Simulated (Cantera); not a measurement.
What does this Cantera script print?

```python
import numpy as np
import cantera as ct

gas_names = """
    AL ALBr ALBr3 ALH ALN AL2 AL2Br6 Br Br2 H HBr H2 N NH NH2 NH3 N2 N2H2 N2H4
""".split()
cond_names = """
    AL(cr) AL(L) ALBr3(s) ALBr3(L) ALN(s) Br2(cr) Br2(L)
""".split()


# ... load() reads the species with a 1 bar reference pressure and builds the phases ...
atoms = {
    'AlBr3': {'AL': 1, 'Br': 3},
    'NH3': {'N': 1, 'H': 3},
    'N2': {'N': 2},
}
top_T = {'ALN(s)': 2750}  # K; cautious upper limits of use, not melting points


# ... equilibrate(T, P, feed) seeds the gas with the atoms and calls Mixture.equilibrate('TP', solver="vcs", rtol=1e-11, max_steps=5000) ...
results = []
feed = {'AlBr3': 1, 'NH3': 1.9, 'N2': 1.8}  # mol
P = 270  # Pa
for T in [775, 975, 1175, 1375, 1575, 1775, 1975]:
    mix = equilibrate(T, P, feed)
    results.append((T, P, feed, dict(zip(mix.species_names, mix.species_moles))))
    x = sorted(zip(gas.X, gas.species_names), reverse=True)
    print(f"T = {T:g} K  P = {P:g} Pa  gas = {mix.phase_moles(0):.4g} mol")
    print("   x: " + "  ".join(f"{s} {v:.3e}" for v, s in x if v > 1e-06))
    print("   condensed (mol): " + ("  ".join(f"{mix.phase(i).name} {mix.phase_moles(i):.4g}"
          for i in range(1, mix.n_phases) if mix.phase_moles(i) > 1e-12) or "none"))
```

It prints:

```
T = 775 K  P = 270 Pa  gas = 6.6 mol
   x: N2 3.881e-01  H2 3.462e-01  HBr 1.712e-01  ALBr3 9.438e-02  AL2Br6 3.969e-05  NH3 1.329e-06
   condensed (mol): ALN(s) 0.3766
T = 975 K  P = 270 Pa  gas = 6.6 mol
   x: N2 3.926e-01  H2 3.598e-01  HBr 1.441e-01  ALBr3 1.035e-01  Br 1.114e-05  AL2Br6 1.596e-06
   condensed (mol): ALN(s) 0.317
T = 1175 K  P = 270 Pa  gas = 6.601 mol
   x: N2 3.952e-01  H2 3.677e-01  HBr 1.281e-01  ALBr3 1.087e-01  Br 2.398e-04  ALBr 1.081e-05  H 1.431e-06
   condensed (mol): ALN(s) 0.2822
T = 1375 K  P = 270 Pa  gas = 6.622 mol
   x: N2 3.962e-01  H2 3.718e-01  HBr 1.171e-01  ALBr3 1.105e-01  ALBr 2.172e-03  Br 2.132e-03  H 4.021e-05
   condensed (mol): ALN(s) 0.2537
T = 1575 K  P = 270 Pa  gas = 7.097 mol
   x: N2 3.875e-01  H2 3.437e-01  HBr 1.153e-01  ALBr3 7.721e-02  ALBr 6.370e-02  Br 1.207e-02  H 4.689e-04  AL 4.181e-06  Br2 2.054e-06
   condensed (mol): none
T = 1775 K  P = 270 Pa  gas = 7.749 mol
   x: N2 3.549e-01  H2 2.877e-01  HBr 1.573e-01  ALBr 1.126e-01  Br 6.806e-02  ALBr3 1.638e-02  H 2.988e-03  AL 5.405e-05  Br2 1.169e-05
   condensed (mol): none
T = 1975 K  P = 270 Pa  gas = 8.208 mol
   x: N2 3.350e-01  H2 2.865e-01  Br 1.352e-01  ALBr 1.204e-01  HBr 1.074e-01  H 1.409e-02  ALBr3 8.071e-04  AL 5.691e-04  Br2 1.158e-05  ALH 4.678e-06
   condensed (mol): none
```

Cantera equilibrium calculation (NASA polynomials, part measured and part estimated; ideal gas, pure solids and liquids).
